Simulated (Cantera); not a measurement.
An adiabatic, constant-pressure homogeneous reactor starts with CH4 : CO : O2 : N2 = 1 : 0.71 : 2.14 : 8.05 (molar parts), at 950 K and 10.0 bar. Integrator tolerance rtol = 1e-08.

Detailed kinetics in Cantera: GRI-Mech 3.0 (53 species, 325 reactions). Below about 1000 K GRI-Mech 3.0 lacks low-temperature oxidation paths.

Question: What does this change do: initial temperature 950 to 1550 K?

Answer: 
| quantity | before | after |
|---|---|---|
| time of steepest temperature rise | 0.691 s | 0.138 ms |
| temperature at 2.00 s | 2659 K | 2937 K |
| equilibrium temperature | 2659 K | 2937 K |
| x(CH4) at 2.00 s | <1e-12 (gas-phase equilibrium <1e-12) | <1e-12 (gas-phase equilibrium <1e-12) |
| x(CO) at 2.00 s | 0.0415 (gas-phase equilibrium 0.0415) | 0.0616 (gas-phase equilibrium 0.0616) |
| x(O2) at 2.00 s | 0.00406 (gas-phase equilibrium 0.00406) | 0.0117 (gas-phase equilibrium 0.0117) |
| x(CH3) at 2.00 s | <1e-12 (gas-phase equilibrium <1e-12) | <1e-12 (gas-phase equilibrium <1e-12) |
| x(H2O) at 2.00 s | 0.155 (gas-phase equilibrium 0.155) | 0.140 (gas-phase equilibrium 0.140) |
| x(N2O) at 2.00 s | 6.30e-7 (gas-phase equilibrium 6.30e-7) | 1.56e-6 (gas-phase equilibrium 1.56e-6) |

Question: What does this change do: constant volume in place of constant pressure?

Answer: 
| quantity | before | after |
|---|---|---|
| time of steepest temperature rise | 0.691 s | 0.657 s |
| temperature at 2.00 s | 2659 K | 2937 K |
| equilibrium temperature | 2659 K | 2937 K |
| x(CH4) at 2.00 s | <1e-12 (gas-phase equilibrium <1e-12) | <1e-12 (gas-phase equilibrium <1e-12) |
| x(CO) at 2.00 s | 0.0415 (gas-phase equilibrium 0.0415) | 0.0513 (gas-phase equilibrium 0.0513) |
| x(O2) at 2.00 s | 0.00406 (gas-phase equilibrium 0.00406) | 0.00710 (gas-phase equilibrium 0.00710) |
| x(CH3) at 2.00 s | <1e-12 (gas-phase equilibrium <1e-12) | 1.18e-12 (gas-phase equilibrium 1.44e-12) |
| x(H2O) at 2.00 s | 0.155 (gas-phase equilibrium 0.155) | 0.149 (gas-phase equilibrium 0.149) |
| x(N2O) at 2.00 s | 6.30e-7 (gas-phase equilibrium 6.30e-7) | 2.17e-6 (gas-phase equilibrium 2.17e-6) |
